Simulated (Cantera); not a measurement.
Cantera run:

```python
import numpy as np
import cantera as ct

gas_names = """
    H2O2 NH3 O
""".split()
cond_names = """
    ZrN(s) ZrN(L) ZrO2(a) ZrO2(b) ZrO2(L)
""".split()


# ... load() reads the species with a 1 bar reference pressure and builds the phases ...
species = {s.name: s for s in load("nasa_gas.yaml", gas_names) + load("nasa_condensed.yaml", cond_names)}
# Each term lists the table entries of one substance; the one whose range holds T is used.
reactions = {
    '3 H2O2(g) + 2 ZrN = 2 NH3(g) + 2 O(g) + 2 ZrO2':
        [(-3, ['H2O2']), (-2, ['ZrN(s)', 'ZrN(L)']), (2, ['NH3']), (2, ['O']), (2, ['ZrO2(a)', 'ZrO2(b)', 'ZrO2(L)'])],
}


def pick(names, T):
    return next(species[n] for n in names if species[n].thermo.min_temp <= T <= species[n].thermo.max_temp)


results = []
for label, terms in reactions.items():
    print(label)
    print("     T/K   dH/kJ  dS/(J/K)   dG/kJ   log10 K")
    for T in [300, 1200, 1350, 1500, 1650, 1800, 1950, 2100, 2250, 2400]:
        used = [(nu, pick(names, T)) for nu, names in terms]
        dH = sum(nu * s.thermo.h(T) for nu, s in used) / 1e6
        dS = sum(nu * s.thermo.s(T) for nu, s in used) / 1e3
        dG = dH - T * dS / 1e3
        logK = -dG * 1e6 / (ct.gas_constant * T * np.log(10))
        results.append((label, T, dH, dS, dG, logK, [s.name for _, s in used]))
        print(f"{T:8g} {dH:8.1f} {dS:8.1f} {dG:8.1f} {logK:8.2f}")
```

Result:

```
3 H2O2(g) + 2 ZrN = 2 NH3(g) + 2 O(g) + 2 ZrO2
     T/K   dH/kJ  dS/(J/K)   dG/kJ   log10 K
     300   -649.0     27.1   -657.1   114.42
    1200   -635.4     49.4   -694.7    30.24
    1350   -633.5     50.9   -702.2    27.17
    1500   -620.0     60.1   -710.1    24.73
    1650   -620.0     60.1   -719.1    22.77
    1800   -620.5     59.8   -728.1    21.13
    1950   -621.3     59.3   -737.1    19.74
    2100   -622.5     58.7   -745.9    18.55
    2250   -624.1     58.0   -754.7    17.52
    2400   -626.0     57.2   -763.3    16.61
```

Cantera with NASA thermochemical tables; ideal gases at 1 bar, condensed phases pure. ZrN: taken at fixed stoichiometry. Condensed species are held in their standard states even where they would react or evaporate.
